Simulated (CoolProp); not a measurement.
CF4 (R14) along the isotherm 240 K: fugacity coefficient from the reference equation and from simpler models built on Tc = 227.4 K, pc = 3.762 MPa, ω = 0.178; each cubic takes its own stable root.

Values from CoolProp's reference Helmholtz-energy equation of state, Platzer 1990. This equation is an older, rougher fit; its heat capacities, sound speeds and derivatives of the liquid may be far off and weren't checked against measurements.

| p (MPa) | phase | reference | van der Waals | Redlich-Kwong | Peng-Robinson |
|---|---|---|---|---|---|
| 0.627 | gas | 0.9525 | 0.9568 | 0.9519 | 0.9471 |
| 1.25 | gas | 0.9064 | 0.9141 | 0.9051 | 0.8962 |
| 1.88 | gas | 0.8606 | 0.8711 | 0.8585 | 0.8462 |
| 2.51 | gas | 0.8155 | 0.8280 | 0.8126 | 0.7976 |
| 3.14 | gas | 0.7708 | 0.7844 | 0.7670 | 0.7501 |
| 3.76 | gas | 0.7268 | 0.7403 | 0.7222 | 0.7042 |
| 4.39 | supercritical | 0.6813 | 0.6927 | 0.6758 | 0.6579 |
| 5.02 | supercritical | 0.6343 | 0.6411 | 0.6281 | 0.6119 |
| 5.64 | supercritical | 0.5891 | 0.5964 | 0.5839 | 0.5690 |
